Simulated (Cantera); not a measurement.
Low-pressure radical oxidation in H2/O2

An isothermal, constant-pressure homogeneous reactor starts with H₂ : O₂ = 0.19 : 1 (molar parts), equivalence ratio 0.095, at 1200 K and 0.0263 atm.

Computed with Cantera and the H2/O2 subset of GRI-Mech 3.0, which has no nitrogen chemistry. Radical loss at walls, strong at low pressure, is not modelled. The temperature is held fixed by assumption; the heat of reaction is taken as removed at once.

```
t (s)         x H₂   x O₂   x H₂O      x OH    x H₂O₂
--------  --------  -----  ------  --------  --------
0.000600     0.114  0.814  0.0327   0.00719   4.46e-7
0.00159    0.00567  0.761   0.136   0.00802   5.14e-7
0.00419    0.00304  0.795   0.157   0.00593   6.16e-7
0.0111    0.000723  0.819   0.170   0.00286   5.46e-7
0.0293    0.000101  0.825   0.173   0.00107   2.83e-7
0.0775     1.52e-5  0.826   0.173  0.000422   1.12e-7
0.205      3.03e-6  0.826   0.173  0.000192   4.26e-8
0.542      7.67e-7  0.826   0.173   9.76e-5   1.63e-8
1.43       2.27e-7  0.826   0.173   5.35e-5   6.26e-9
3.79       7.48e-8  0.826   0.173   3.09e-5   2.45e-9
10.0       2.86e-8  0.826   0.174   1.91e-5   1.06e-9
26.5       1.62e-8  0.826   0.174   1.44e-5  6.60e-10
70.0       1.50e-8  0.826   0.174   1.38e-5  6.17e-10
```
x: mole fraction; the columns are a selection and need not sum to one.

Equilibrium at this temperature and pressure: H₂ 1.50e-8, O₂ 0.826, H₂O 0.174, OH 1.38e-5, H₂O₂ 6.17e-10 (gas phase only).
